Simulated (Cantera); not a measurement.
Predominance diagram of Sr at 1900 K against the partial pressures of O2 and Cl2 (log10, bar). Source: NASA polynomial tables (part measured, part estimated), evaluated in Cantera. Candidates: Sr(l), SrCl2(l), SrO(s). Only these pure phases compete in this equilibrium. Not in the tables: the peroxide, oxide halides.

Which phase is stable at these pairs, and which metal-bearing vapour leads over it? (-0.2, -2.2); (-7.2, -4.4); (-3.1, -2.2); (-5.5, -1.5); (-5.5, -6.5); (-7.2, -5.8); (-0.8, -4.4)


```csv
log p(O2),log p(Cl2),phase,chief vapour,log p (bar)
-0.2,-2.2,SrCl2(l),SrCl2,-1.3
-7.2,-4.4,SrCl2(l),SrCl2,-1.3
-3.1,-2.2,SrCl2(l),SrCl2,-1.3
-5.5,-1.5,SrCl2(l),SrCl2,-1.3
-5.5,-6.5,SrCl2(l),SrCl2,-1.3
-7.2,-5.8,SrCl2(l),SrCl2,-1.3
-0.8,-4.4,SrCl2(l),SrCl2,-1.3
```
